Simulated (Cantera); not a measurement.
Stirred combustor or abatement burner

A perfectly stirred reactor is fed with CO : H2 : CH4 : O2 : N2 = 1 : 1.3 : 0.43 : 1.44 : 5.4 (molar parts), at 0.987 atm; it is adiabatic with a 650 K inlet, and is followed from long to short residence time, starting on the burning branch (τ in s: 0.2, 0.076, 0.029, 0.011, 0.0043, 0.0016, 0.00063, 0.00024, 9.3e-05, 3.6e-05, 1.4e-05, 5.2e-06).

Model: GRI-Mech 3.0 (53 species, 325 reactions), integrated in Cantera.

| τ (s) | T (K) | x CO | x H2 | x CH4 | x H | x CH2 |
|---|---|---|---|---|---|---|
| 0.20 | 2421 | 0.0875 | 0.0404 | 7.03e-7 | 0.00390 | 4.44e-8 |
| 0.076 | 2415 | 0.0876 | 0.0405 | 1.59e-6 | 0.00429 | 1.06e-7 |
| 0.029 | 2402 | 0.0877 | 0.0407 | 3.20e-6 | 0.00512 | 2.30e-7 |
| 0.011 | 2377 | 0.0879 | 0.0411 | 5.83e-6 | 0.00671 | 4.42e-7 |
| 0.0043 | 2336 | 0.0883 | 0.0418 | 1.01e-5 | 0.00935 | 7.36e-7 |
| 0.0016 | 2267 | 0.0890 | 0.0431 | 1.86e-5 | 0.0137 | 1.13e-6 |
| 0.00063 | 2176 | 0.0897 | 0.0448 | 3.60e-5 | 0.0198 | 1.60e-6 |
| 0.00024 | 2060 | 0.0905 | 0.0466 | 7.97e-5 | 0.0280 | 2.27e-6 |
| 9.3e-5 | 1933 | 0.0925 | 0.0480 | 0.000200 | 0.0365 | 3.35e-6 |
| 3.6e-5 | 1803 | 0.0993 | 0.0499 | 0.000603 | 0.0412 | 5.66e-6 |
| 1.4e-5 | 1624 | 0.120 | 0.0659 | 0.00360 | 0.0269 | 1.52e-5 |
| 5.2e-6 | 650 | 0.104 | 0.136 | 0.0449 | <1e-12 | <1e-12 |
x: mole fraction; the columns are a selection and need not sum to one.
